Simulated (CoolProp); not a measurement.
Vapour-liquid equilibrium of R125 (1) + ethanol (2) at 0.105 MPa; x and y are mole fractions of (1).

The numbers come from the multi-fluid Helmholtz-energy mixture model, Lemmon 2005 and Schroeder 2014; pair parameters Bell 2016 in CoolProp.

| x | bubble temperature (K) | y at the bubble point | dew temperature at overall composition x (K) | liquid density (mol/L) |
|---|---|---|---|---|
| 0.05 | 276.2 | 0.981 | 351.1 | 17.15 |
| 0.15 | 248.2 | 0.998 | 348.3 | 17.09 |
| 0.25 | 239.7 | 0.999 | 345.2 | 16.69 |
| 0.35 | 235.6 | 0.999 | ? | 16.21 |
| 0.45 | 233.2 | 1.000 | 337.8 | 15.70 |
| 0.55 | 231.6 | 1.000 | 333.2 | 15.17 |
| 0.65 | 230.5 | 1.000 | ? | 14.63 |
| 0.75 | 229.5 | 1.000 | 320.6 | ? |
| 0.85 | 228.3 | 1.000 | 310.5 | 13.50 |
| 0.95 | 226.8 | 1.000 | 291.1 | 12.90 |

Question: Complete the blanks.

Answer: 
- 0.35, dew temperature at overall composition x (K): 341.7
- 0.65, dew temperature at overall composition x (K): 327.7
- 0.75, liquid density (mol/L): 14.07

No azeotrope shows between x = 0.05 and 0.95.

The pair parameters rest on a limited set of measurements; away from them the model extrapolates. With so large a gap from Raoult's law the liquid may split in two, which this calculation doesn't test in full.
